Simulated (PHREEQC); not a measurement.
1 kg of water holding 0.19 mol KCl, 0.18 mol SrCl2, 0.2 mol NaCl, 0.29 mol MgCl2 and 0.18 mol CaCl2 is evaporated at 25 °C; the solids stay in contact with the brine. CO2 from the air is kept out. Solids allowed: Bischofite, Brucite, Carnallite, Halite, Portlandite, Sylvite, MgCl2_4H2O. Others were left out.

The numbers come from PHREEQC with the Pitzer model, pitzer.dat.

Problem. Predict ionic strength, water activity at water left (kg) = 1, 0.4563, 0.1711, 0.1058.

Solution. 
| water left (kg) | ionic strength | water activity |
|---|---|---|
| 1 | 2.34 | 0.952 |
| 0.4563 | 5.13 | 0.874 |
| 0.1711 | 12.9 | 0.568 |
| 0.1058 | 16.5 | 0.431 |
